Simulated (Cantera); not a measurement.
Cantera run, input and output.

```python
import numpy as np
import cantera as ct

gas = ct.Solution("gri30.yaml", transport_model="multicomponent")
show = ['NO', 'CH4', 'OH']

rows = []
print(f"{'T/K':>7s}{'rho':>11s}{'cp':>10s}{'mu':>11s}{'lambda':>11s}{'Pr':>7s}" + "".join(f"{'D_' + s:>11s}" for s in show))
for T in [400, 600, 800, 1000, 1200, 1400, 1600]:
    gas.TPX = T, 63000, {'C3H8': 0.73, 'CO2': 0.54, 'H2O': 0.56}
    Pr = gas.cp_mass * gas.viscosity / gas.thermal_conductivity
    D = [gas.mix_diff_coeffs_mole[gas.species_index(s)] for s in show]
    rows.append([gas.density, gas.cp_mass, gas.viscosity, gas.thermal_conductivity, Pr, *D])
    print(f"{T:7g}{gas.density:11.4e}{gas.cp_mass:10.1f}{gas.viscosity:11.4e}"
          f"{gas.thermal_conductivity:11.4e}{Pr:7.3f}" + "".join(f"{d:11.4e}" for d in D))
print("SI units: kg/m3, J/kg/K, Pa s, W/m/K, m2/s")
```

Result:

```
    T/K        rho        cp         mu     lambda     Pr       D_NO      D_CH4       D_OH
    400 6.8364e-01    1668.1 1.4054e-05 3.0815e-02  0.761 4.0037e-05 4.4203e-05 6.2876e-05
    600 4.5576e-01    2117.1 2.0258e-05 5.4953e-02  0.780 8.2495e-05 9.2380e-05 1.2849e-04
    800 3.4182e-01    2460.7 2.5755e-05 8.0086e-02  0.791 1.3584e-04 1.5327e-04 2.1069e-04
   1000 2.7346e-01    2724.4 3.0725e-05 1.0498e-01  0.797 1.9882e-04 2.2534e-04 3.0763e-04
   1200 2.2788e-01    2912.2 3.5294e-05 1.2850e-01  0.800 2.7062e-04 3.0759e-04 4.1812e-04
   1400 1.9533e-01    3069.1 3.9548e-05 1.5142e-01  0.802 3.5066e-04 3.9929e-04 5.4126e-04
   1600 1.7091e-01    3198.7 4.3546e-05 1.7354e-01  0.803 4.3848e-04 4.9991e-04 6.7638e-04
SI units: kg/m3, J/kg/K, Pa s, W/m/K, m2/s
```

Cantera simulation using GRI-Mech 3.0 (53 species, 325 reactions); the numbers are that mechanism's predictions, not measurements. Polar gases are described roughly by these parameters. The composition is frozen, though it would react at the higher temperatures.
